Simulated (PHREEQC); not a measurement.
Make-up at 20 °C: 2 mmol/kgw HBr and 16 mmol/kgw CaCl2. Closed to the air; pH follows from the charge balance.

The numbers come from PHREEQC with the ion-association model, phreeqc.dat.

Precipitation was switched off in this run.

Question: Estimate the pH.

Answer: pH 2.77.
